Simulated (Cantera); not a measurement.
An isothermal, constant-pressure homogeneous reactor starts with NO : N2 = 1 : 2.1 (molar parts), at 1750 K and 0.690 bar. Integrator tolerance rtol = 1e-08.

Detailed kinetics in Cantera: GRI-Mech 3.0 (53 species, 325 reactions).

### Question
What does this change do: pressure from 0.690 bar to 1.01 bar?

### Answer
| quantity | before | after |
|---|---|---|
| x(NO) at 3.00 s | 0.265 (gas-phase equilibrium 0.00315) | 0.245 (gas-phase equilibrium 0.00315) |
| x(NO2) at 3.00 s | 0.000234 (gas-phase equilibrium 6.36e-6) | 0.000302 (gas-phase equilibrium 7.71e-6) |
| x(N2) at 3.00 s | 0.706 (gas-phase equilibrium 0.837) | 0.716 (gas-phase equilibrium 0.837) |
| x(O) at 3.00 s | 1.62e-5 (gas-phase equilibrium 3.62e-5) | 1.53e-5 (gas-phase equilibrium 2.99e-5) |
| x(N2O) at 3.00 s | 2.79e-5 (gas-phase equilibrium 1.56e-7) | 2.42e-5 (gas-phase equilibrium 1.89e-7) |

### Question
What does this change do: temperature 1750 to 1625 K?

### Answer
| quantity | before | after |
|---|---|---|
| x(NO) at 3.00 s | 0.265 (gas-phase equilibrium 0.00315) | 0.305 (gas-phase equilibrium 0.00195) |
| x(NO2) at 3.00 s | 0.000234 (gas-phase equilibrium 6.36e-6) | 0.000212 (gas-phase equilibrium 5.31e-6) |
| x(N2) at 3.00 s | 0.706 (gas-phase equilibrium 0.837) | 0.686 (gas-phase equilibrium 0.838) |
| x(O) at 3.00 s | 1.62e-5 (gas-phase equilibrium 3.62e-5) | 2.50e-6 (gas-phase equilibrium 9.44e-6) |
| x(N2O) at 3.00 s | 2.79e-5 (gas-phase equilibrium 1.56e-7) | 3.42e-5 (gas-phase equilibrium 9.90e-8) |
